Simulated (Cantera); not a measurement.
Input: 1 mol H2S, 0.48 mol H2O, 50 mol N2, equilibrated at 18.0 mbar.

Equilibrium computed with Cantera from the NASA thermochemical tables; the gas is ideal and each condensed phase is pure. Candidate condensed phases: H2O, H2SO4, S; 35 gas species. Kinetics and transport are ignored.

log p: log10 of the partial pressure in bar; nothing condenses.

```tsv
T (K)	log p N2	log p H	log p H2	log p S	log p SO	log p O
2398	-1.77	-3.55	-3.50	-3.80	-4.06	___
2448	-1.77	-3.47	-3.54	-3.76	-4.05	___
2498	-1.77	-3.40	-3.58	-3.72	-4.05	___
2548	-1.77	-3.33	-3.64	-3.69	-4.06	___
2598	-1.77	-3.27	-3.70	-3.67	-4.08	___
2648	-1.77	-3.22	-3.77	-3.65	-4.10	___
2698	-1.78	-3.17	-3.85	-3.62	-4.14	___
2748	-1.78	-3.14	-3.94	-3.60	-4.19	___
2798	-1.78	-3.11	-4.04	-3.58	-4.26	___
```

What belongs in the gaps?


- 2398, log p O: -5.43
- 2448, log p O: -5.23
- 2498, log p O: -5.03
- 2548, log p O: -4.85
- 2598, log p O: -4.68
- 2648, log p O: -4.53
- 2698, log p O: -4.39
- 2748, log p O: -4.28
- 2798, log p O: -4.18
